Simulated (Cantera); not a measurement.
## Fe3O4 + HCl + N2 (chemical vapour transport)

Charge: 1 mol Fe3O4, 0.075 mol HCl, 0.56 mol N2, held at 85.0 mbar.

Cantera equilibrium calculation (NASA polynomials, part measured and part estimated; ideal gas, pure solids and liquids). Candidate condensed phases: Fe, FeCl2, FeCl3, FeO, Fe(OH)2, Fe(OH)3, Fe2O3, Fe3O4, H2O, NH4Cl; 37 gas species. Mutual solubility and eutectic melting of coexisting phases are not modelled. Condensed phases not in the tables: FeOCl. The numbers say what is thermodynamically allowed, not how fast it happens.

At 450 °C the condensed part is FeCl2(s) + Fe2O3(s) + Fe3O4(s). From 550 °C to 1050 °C the condensed part is Fe2O3(s) + Fe3O4(s). From 1150 °C to 1350 °C the condensed part is Fe3O4(s). The main Fe-bearing gas is FeCl2 throughout.

```
T (°C)   x N2   x HCl    x H2O  x FeCl2      x Cl      x O2  n FeCl2(s)  n Fe2O3(s)  n Fe3O4(s)
------  -----  ------  -------  -------  --------  --------  ----------  ----------  ----------
450     0.890   0.101  0.00889  5.20e-5  9.53e-11    <1e-12     0.00555     0.00558       0.994
550     0.882   0.114  0.00232  0.00132   1.64e-8    <1e-12           0    0.000740       0.999
650     0.882   0.111  0.00376  0.00269   3.85e-7  3.03e-12           0     0.00153       0.998
750     0.882   0.107  0.00559  0.00451   4.73e-6   1.39e-9           0     0.00265       0.997
850     0.882   0.103  0.00773  0.00666   3.62e-5   2.03e-7           0     0.00394       0.996
950     0.882  0.0980   0.0101  0.00895  0.000196   1.26e-5           0     0.00508       0.995
1050    0.881  0.0929   0.0126   0.0111  0.000808  0.000414           0     0.00402       0.995
1150    0.880  0.0853   0.0163   0.0146   0.00174   0.00182           0           0       0.997
1250    0.879  0.0757   0.0210   0.0194   0.00250   0.00245           0           0       0.996
1350    0.878  0.0662   0.0256   0.0238   0.00330   0.00296           0           0       0.995
```
x: gas mole fraction; n: condensed amount in mol.
